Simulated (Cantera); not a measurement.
# Stirred combustor or abatement burner

A perfectly stirred reactor is fed with 7.56 % CH4, 0.295 % C2H6, 1.59 % C3H8, 18.5 % O2, 69.7 % N2, 2.34 % H2O, equivalence ratio 1.3, at 17.0 bar; it is adiabatic with a 800 K inlet, and is followed from long to short residence time, starting on the burning branch (τ in s: 0.07, 0.036, 0.018, 0.0093, 0.0048, 0.0024, 0.0012, 0.00063, 0.00032, 0.00017, 8.5e-05).

Computed with Cantera and GRI-Mech 3.0 (53 species, 325 reactions). GRI-Mech 3.0 was tuned for natural gas; its chemistry of propane as a main component is partial and can be far from experiment. The pressure lies above the range GRI-Mech 3.0 was tuned for (to about 10 atm).

| τ (s) | T (K) | x CH4 | x C2H6 | x C3H8 | x HCN | x CO2 | x O | x C2H |
|---|---|---|---|---|---|---|---|---|
| 0.070 | 2412 | 4.96e-6 | 1.80e-9 | 9.20e-9 | 5.79e-7 | 0.0547 | 1.11e-5 | 2.17e-9 |
| 0.036 | 2412 | 9.26e-6 | 3.51e-9 | 1.77e-8 | 1.06e-6 | 0.0547 | 1.15e-5 | 4.16e-9 |
| 0.018 | 2411 | 1.72e-5 | 7.03e-9 | 3.50e-8 | 2.04e-6 | 0.0547 | 1.24e-5 | 8.13e-9 |
| 0.0093 | 2410 | 2.99e-5 | 1.36e-8 | 6.62e-8 | 3.80e-6 | 0.0547 | 1.39e-5 | 1.52e-8 |
| 0.0048 | 2408 | 4.99e-5 | 2.65e-8 | 1.24e-7 | 6.92e-6 | 0.0546 | 1.62e-5 | 2.81e-8 |
| 0.0024 | 2406 | 8.15e-5 | 5.31e-8 | 2.38e-7 | 1.25e-5 | 0.0546 | 2.00e-5 | 5.25e-8 |
| 0.0012 | 2402 | 0.000128 | 1.07e-7 | 4.49e-7 | 2.13e-5 | 0.0544 | 2.58e-5 | 9.66e-8 |
| 0.00063 | 2398 | 0.000190 | 2.04e-7 | 8.06e-7 | 3.35e-5 | 0.0542 | 3.37e-5 | 1.68e-7 |
| 0.00032 | 2391 | 0.000285 | 4.07e-7 | 1.48e-6 | 5.14e-5 | 0.0539 | 4.55e-5 | 2.96e-7 |
| 0.00017 | 2381 | 0.000417 | 7.88e-7 | 2.63e-6 | 7.33e-5 | 0.0533 | 6.06e-5 | 4.97e-7 |
| 8.5e-5 | 2366 | 0.000653 | 1.69e-6 | 5.01e-6 | 0.000101 | 0.0522 | 8.21e-5 | 8.73e-7 |
x: mole fraction; the columns are a selection and need not sum to one.
